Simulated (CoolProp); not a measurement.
Ethylene along the isobar 20800 kPa: density (kg/m³) from the reference equation and from simpler models built on Tc = 9.2 °C, pc = 5042 kPa, ω = 0.087; each cubic takes its own stable root.

The numbers come from the reference Helmholtz-energy equation of state, Smukala 2000 in CoolProp.

```csv
T (°C),phase,reference,van der Waals,Soave-Redlich-Kwong,Peng-Robinson
-147.05,liquid,637.9,421.2,612.7,686.6
-119.75,liquid,605.4,406.2,586.5,658.2
-92.45,liquid,572.3,390.5,556.9,625.6
-65.05,liquid,537.8,373.8,523.3,588.0
-37.75,liquid,501.4,356.1,485.6,544.9
-10.35,liquid,461.9,337.2,443.1,495.5
16.95,supercritical,418.6,317.2,396.2,440.3
44.25,supercritical,371.0,295.9,346.2,381.0
71.65,supercritical,320.4,273.6,296.5,322.6
```
